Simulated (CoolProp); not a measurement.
Sulfur dioxide at 441.18 K and 0.197 MPa is throttled through a valve to 0.113 MPa with no heat exchange. Each further row changes one setting.

Model: reference Helmholtz-energy equation of state, Gao 2016, in CoolProp.

| case | temperature change (K) | final density (kg/m³) |
|---|---|---|
| as stated | (withheld) | (withheld) |
| outlet pressure 0.0339 MPa | (withheld) | (withheld) |
| outlet pressure 0.147 MPa | (withheld) | (withheld) |

**Question.** What belongs in the gaps?

**Answer.** 
- as stated, temperature change (K): -1.0
- as stated, final density (kg/m³): 1.99
- outlet pressure 0.0339 MPa, temperature change (K): -1.9
- outlet pressure 0.0339 MPa, final density (kg/m³): 0.595
- outlet pressure 0.147 MPa, temperature change (K): -0.6
- outlet pressure 0.147 MPa, final density (kg/m³): 2.59
